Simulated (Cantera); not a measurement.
Input: 1 mol Si₂Cl₆, a varied amount of NH₃, at 15.0 Pa.

These are equilibrium values from Cantera (NASA tables, ideal gas, pure condensed phases), not measurements of a reactor. Candidate condensed phases: NH₄Cl, Si, Si₃N₄; 28 gas species. The feed counts by its element totals alone. The tables' values for SiCl₃ are old estimates. Equilibrium is a limit: real reactors are often held back by kinetics, nucleation or transport.

Stable condensed phases, one row left out:

```
T in K \ n(NH₃) in mol
         1.4 1.9 2.5 3.3 4.3 5.7 7.5 9.9  13  17  23  30  39
   1848    A   A   A   A   A   A   A   A   A   A   A   A   A
   1748    A   A   A   A   A   A   A   B   B   B   B   B   B
   1648    A   A   A   A   A   A   B   B   B   B   B   B   B
   1548    A   A   A   A   A   B   B   B   B   B   B   B   B
   1348    C   C   C   C   C   C   C   C   C   C   C   C   C
   1248    C   C   C   C   C   C   C   C   C   C   C   C   C
   1148    C   C   C   C   C   C   C   C   C   C   C   C   C
   1048    C   C   C   C   C   C   C   C   C   C   C   C   C
    948    C   C   C   C   C   C   C   C   C   C   C   C   C
```

A: gas only; B: Si; C: Si₃N₄.

Problem. Give the row for 1448 K.

Solution. 1.4: gas only; 1.9: gas only; 2.5: gas only; 3.3: gas only; 4.3: Si₃N₄; 5.7: Si₃N₄; 7.5: Si₃N₄; 9.9: Si₃N₄; 13: Si₃N₄; 17: Si₃N₄; 23: Si₃N₄; 30: Si₃N₄; 39: Si₃N₄.
